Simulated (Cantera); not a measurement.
A freely propagating, adiabatic, planar premixed flame of H2 : O2 : N2 = 1 : 0.278 : 1.04 (molar parts), unburnt at 625 K and 13300 Pa; mixture-averaged transport, grid criteria slope 0.08 and curve 0.16, no radiation.

Computed with Cantera and the H2/O2 subset of GRI-Mech 3.0, which has no nitrogen chemistry. Burning velocities carry a grid error of a few per cent, more on coarse grids.

Task: Predict: laminar burning velocity; thermal thickness; peak x(H); peak x(OH); peak x(H2O2).

Result: 
```
Item                        Result
------------------------  --------
laminar burning velocity  752 cm/s
thermal thickness          6.26 mm
peak x(H)                    0.139
peak x(OH)                 0.00830
peak x(H2O2)               3.56e-7
```
